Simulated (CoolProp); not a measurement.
Values from CoolProp's reference Helmholtz-energy equation of state, de Reuck 1990.

### Question
For fluorine, give the phase and the Joule-Thomson coefficient (K/MPa) at 140.8 K and 1.58 bar; 240.3 K and 1.58 bar.

### Answer
- 140.8 K and 1.58 bar: gas; Joule-Thomson coefficient 8.50
- 240.3 K and 1.58 bar: gas; Joule-Thomson coefficient 2.87
